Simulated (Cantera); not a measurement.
Source: NASA polynomial tables (part measured, part estimated), evaluated in Cantera. Values are per mole of reaction as written; species without (g) are pure solids or liquids, kept so even where they would boil at 1 bar.

Task: Between 300 and 2873 K, where is each reaction favourable under standard conditions?
- 2 FeCl₂(g) + C ⇌ CCl₄(g) + 2 Fe

Result: 
- 2 FeCl₂(g) + C ⇌ CCl₄(g) + 2 Fe: ΔG° is 258 kJ at 300 K and 740 kJ at 2873 K; it stays positive (K < 1). ΔH° is 311 kJ and ΔS° -149 J/K at 2873 K.
